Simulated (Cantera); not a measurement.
Feed: 1 mol CF4, 0.19 mol CH4, equilibrated at 1573.15 K and 9.90 Pa.

Cantera equilibrium calculation (NASA polynomials, part measured and part estimated; ideal gas, pure solids and liquids). Gases not in the tables: C2F6 and larger saturated fluorocarbons. Equilibrium is a limit: real reactors are often held back by kinetics, nucleation or transport.

```
species             before     after
----------------  --------  --------
CF4                  0.506     0.691
HF                   0.480     0.293
CF2                0.00864    0.0101
CF3               0.000439  0.000555
F                  0.00546   0.00590
C(graphite), mol     0.375      2.37
```
Gas species are given as mole fractions.

Task: Name the change that produced these shifts.
A) temperature from 1573.15 K to 2223 K
B) CH4 from 0.19 to 1.8 mol
C) CF4 replaced by c-C4F8
D) temperature from 1573.15 K to 898.15 K

Result: C, CF4 replaced by c-C4F8. The feed counts by its element totals alone
